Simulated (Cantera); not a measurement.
A perfectly stirred reactor is fed with 86.2 % NH3, 13.8 % N2, at 1.00 bar; it is held at 1950 K, and followed from long to short residence time.

Cantera simulation using the gas-phase N/H chemistry of the illustrative SiF4/NH3 mechanism in the Surface Chemkin manual (1991); the numbers are that mechanism's predictions, not measurements. Walls and surfaces, which speed up NH3 decomposition in real reactors, are not modelled.

One state of this run: x NH3 = 0.461; x N2H4 = 2.36e-7; x H = 0.000143; x H2 = 0.323; x NH = 8.30e-6; x N = 3.89e-7. x: mole fraction; the columns are a selection and need not sum to one.

Question: Which value of τ (s) does it belong to?
(A) 2.1
(B) 0.040
(C) 29
(D) 0.011

Answer: B, 0.040
